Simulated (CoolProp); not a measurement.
Properties of isobutene along the isobar 1.01 bar.

Values from CoolProp's reference Helmholtz-energy equation of state, Lemmon 2005. It is a short technical equation, of lower accuracy than the large ones.

| T (°C) | phase | cv (kJ/(kg K)) | Joule-Thomson coefficient (K/MPa) | isothermal compressibility (1/MPa) | expansivity (1/kK) | fugacity coefficient |
|---|---|---|---|---|---|---|
| 57.15 | gas | 1.577 | 18.60 | 10.10 | 3.234 | 0.9810 |
| 73.25 | gas | [?] | 15.75 | 10.07 | 3.050 | 0.9839 |
| 89.25 | gas | 1.698 | 13.52 | 10.04 | 2.891 | 0.9861 |
| 105.35 | gas | 1.758 | 11.72 | 10.02 | 2.750 | 0.9880 |
| 121.35 | gas | 1.818 | [?] | 10.01 | 2.625 | 0.9895 |
| 137.45 | gas | [?] | 9.085 | 9.995 | 2.511 | 0.9908 |
| 153.45 | gas | 1.934 | 8.100 | 9.983 | 2.408 | 0.9918 |
| 169.55 | gas | 1.991 | 7.267 | 9.974 | 2.313 | 0.9928 |
| 185.55 | gas | 2.046 | 6.565 | 9.966 | 2.227 | 0.9936 |

Fill in the missing entries.


- 73.25, cv (kJ/(kg K)): 1.638
- 121.35, Joule-Thomson coefficient (K/MPa): 10.28
- 137.45, cv (kJ/(kg K)): 1.877
